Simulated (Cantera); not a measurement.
**Boron, boron nitride and boron oxide: B + H2 + H2O**

Input: 1 mol B, 5.5 mol H2, 0.15 mol H2O, equilibrated at 1100 K and 32.3 Torr.

These are equilibrium values from Cantera (NASA tables, ideal gas, pure condensed phases), not measurements of a reactor. Candidate condensed phases: B, B2O3, B3O3H3, H2O; 23 gas species. Mutual solubility and eutectic melting of coexisting phases are not modelled. Kinetics and transport are ignored.

```
Quantity                                  Result
------------------------------------  ----------
x(H2)                                      0.999
x(B3O3H3)                                0.00136
x(HBO)                                   4.31e-5
n(B(s))                                0.892 mol
n(B2O3(l))                            0.0422 mol
gas amount                             5.646 mol
log10 activity of B3O3H3(s) (absent)       -8.03
```
